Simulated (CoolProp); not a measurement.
Model: reference Helmholtz-energy equation of state, Lemmon 2006, in CoolProp. It is a short technical equation, of lower accuracy than the large ones.

### Question
For C3F8 (R218), give the phase and the density (kg/m³), cv (kJ/(kg K)), speed of sound (m/s), expansivity (1/kK) at -9.65 °C and 2740 kPa; 60.95 °C and 2740 kPa; 131.55 °C and 2740 kPa.

### Answer
- -9.65 °C and 2740 kPa: liquid; density 1520, cv 0.732, speed of sound 454, expansivity 2.77
- 60.95 °C and 2740 kPa: liquid; density 1090, cv 0.866, speed of sound 160, expansivity 10.9
- 131.55 °C and 2740 kPa: supercritical; density 196, cv 0.916, speed of sound 112, expansivity 5.84
